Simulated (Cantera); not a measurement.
Cantera run:

```python
import numpy as np
import cantera as ct

gas_names = """
    H HNO HNO2 HNO3 HO2 H2 H2O H2O2 N NH NH2 NH3 NH2OH NO NO2 NO3 N2 N2H2 N2H4 N2O O OH O2 O3 Ta TaO
    TaO2
""".split()
cond_names = """
    H2O(s) H2O(L) Ta(cr) Ta(L) Ta2O5(s) Ta2O5(L)
""".split()


# ... load() reads the species with a 1 bar reference pressure and builds the phases ...
atoms = {
    'Ta': {'Ta': 1},
    'N2O': {'N': 2, 'O': 1},
    'H2': {'H': 2},
}
top_T = {}  # K; cautious upper limits of use, not melting points


# ... equilibrate(T, P, feed) seeds the gas with the atoms and calls Mixture.equilibrate('TP', solver="vcs", rtol=1e-11, max_steps=5000) ...
results = []
feed = {'Ta': 1, 'N2O': 6.5, 'H2': 2.1}  # mol
P = 100000  # Pa
for T in [848, 998, 1148, 1298, 1448, 1598, 1748, 1898, 2048, 2198, 2348, 2498]:
    mix = equilibrate(T, P, feed)
    results.append((T, P, feed, dict(zip(mix.species_names, mix.species_moles))))

top = {s: max(r[3][s] / sum(r[3][g] for g in gas_names) for r in results) for s in gas_names}
cols = sorted((s for s in top if top[s] > 1e-06), key=lambda s: -top[s])[:6]
seen = [c for c in cond_names if any(r[3].get(c, 0) > 1e-12 for r in results)]
print("log10 of partial pressures in bar; condensed amounts in mol")
print(f"{'T/K':>10s}" + "".join(f"{s[:9]:>10s}" for s in cols + seen))
for T, P, feed, n in results:
    ng = sum(n[g] for g in gas_names)
    print(f"{T:10.4g}" + "".join(f"{np.log10(max(n[s] / ng * P / 1e5, 1e-99)):10.3f}" for s in cols)
          + "".join(f"{n.get(c, 0):10.4g}" for c in seen))
```

It prints:

```
log10 of partial pressures in bar; condensed amounts in mol
       T/K        N2       H2O        O2        OH        NO         O  Ta2O5(s)  Ta2O5(L)
       848    -0.167    -0.658    -1.002    -8.370    -5.555   -12.668       0.5         0
       998    -0.167    -0.658    -1.002    -6.867    -4.708   -10.331       0.5         0
      1148    -0.167    -0.658    -1.002    -5.755    -4.083    -8.602       0.5         0
      1298    -0.167    -0.658    -1.003    -4.899    -3.603    -7.269       0.5         0
      1448    -0.167    -0.658    -1.004    -4.221    -3.222    -6.212       0.5         0
      1598    -0.168    -0.658    -1.005    -3.670    -2.913    -5.352       0.5         0
      1748    -0.168    -0.659    -1.008    -3.214    -2.658    -4.639       0.5         0
      1898    -0.168    -0.660    -1.012    -2.831    -2.444    -4.039       0.5         0
      2048    -0.169    -0.662    -1.018    -2.505    -2.263    -3.527       0.5         0
      2198    -0.171    -0.666    -1.027    -2.227    -2.109    -3.087         0       0.5
      2348    -0.173    -0.675    -1.040    -1.987    -1.978    -2.705         0       0.5
      2498    -0.176    -0.689    -1.056    -1.782    -1.865    -2.371         0       0.5
```

Cantera equilibrium calculation (NASA polynomials, part measured and part estimated; ideal gas, pure solids and liquids).
